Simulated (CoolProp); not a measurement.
The numbers come from the reference Helmholtz-energy equation of state, Jacobsen 1992 in CoolProp.

Problem. Give the vapour pressure (kPa), enthalpy of vaporisation (kJ/kg), surface tension (mN/m), liquid conductivity (mW/(m K)) of saturated R11 at 339.4, 405.5 K.

Solution. 
```tsv
T (K)	p (kPa)	enthalpy of vaporisation (kJ/kg)	surface tension (mN/m)	liquid conductivity (mW/(m K))
339.4	370	164	12.7	75.3
405.5	1560	126	5.32	57.4
```

Thermal conductivity comes from a separate model (McLinden 2000), an estimate that may be off by 10 % or more. Surface tension comes from a separate correlation (Mulero 2012).
